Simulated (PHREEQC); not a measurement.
Make-up at 25 °C: 0.088 mol NaH2PO4 and 0.04 mol H2SO4 per kg of water. Closed to the air; pH follows from the charge balance.

All values are PHREEQC results (ion-association model, wateq4f.dat), not measurements.

```yaml
pH: 1.90
ionic_strength: 0.123 mol/kgw
total_alkalinity: -80.0 meq/kg
```

```csv
species,molality,activity,log γ
Na+,0.0846,0.0651,-0.113
H3PO4,0.0514,0.0529,0.012
H2PO4-,0.0366,0.0284,-0.110
SO4-2,0.0234,0.00814,-0.460
H+,0.0155,0.0126,-0.088
HSO4-,0.0131,0.0100,-0.118
NaSO4-,0.00343,0.00266,-0.110
HPO4-2,3.97e-7,1.39e-7,-0.455
NaHPO4-,2.28e-8,1.77e-8,-0.110
```

This is a speciation only: nothing precipitates in the calculation. Complexes and solids missing from the database can't appear. H3PO4, which wateq4f.dat lacks, is added to it with the constant of phreeqc.dat.
